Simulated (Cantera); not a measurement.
Feed: 1 mol c-C4F8, 3.3 mol H2, held at 3225 °C and 0.0100 bar.

Cantera equilibrium calculation (NASA polynomials, part measured and part estimated; ideal gas, pure solids and liquids). Candidate condensed phases: C, C6H6, C7H8, C8H18; 95 gas species. The feed counts by its element totals alone. Rates play no part.

**Question.** What is the equilibrium state?

**Answer.** x(F): 0.352
x(H): 0.270
x(HF): 0.205
x(C): 0.0750
x(C3): 0.0482
x(CF): 0.0250
x(C2): 0.0211
x(H2): 0.00211
x(C2H): 0.00119
gas amount: 13.74 mol
log10 activity of C(graphite) (absent): -0.59
